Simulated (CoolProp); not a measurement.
Properties of n-perfluorohexane along the isotherm 176.85 °C.

Values from CoolProp's reference Helmholtz-energy equation of state, Gao 2022.

```tsv
p (MPa)	phase	density (kg/m³)
0.0871	gas	8.009
0.174	gas	16.30
0.261	gas	24.92
0.348	gas	33.90
0.435	gas	43.29
0.522	gas	53.12
0.61	gas	63.59
0.697	gas	74.51
0.784	gas	86.11
0.871	gas	98.48
```
